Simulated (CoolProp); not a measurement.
200 sccm (0 °C, 1 atm) of nitrogen bubbles through liquid octamethyltrisiloxane (MDM) at 318 K and leaves saturated at a total pressure of 0.0236 MPa (ideal gas phase). Each further row changes one setting.

Values from CoolProp's reference Helmholtz-energy equation of state, Thol 2017.

```tsv
case	vapour pressure (kPa)	mole fraction of vapour	delivery (mg/min)	delivery (sccm)	change of delivery for a bath 1 K warmer (%)
as stated	1.65	(withheld)	159	15.1	6.1
bath temperature 323 K	2.17	0.0919	214	20.2	(withheld)
total pressure 0.0472 MPa	1.65	0.0350	76.6	7.26	(withheld)
```

**Question.** Fill in the missing entries.

**Answer.** 
- as stated, mole fraction of vapour: 0.0700
- bath temperature 323 K, change of delivery for a bath 1 K warmer (%): 6.0
- total pressure 0.0472 MPa, change of delivery for a bath 1 K warmer (%): 5.9
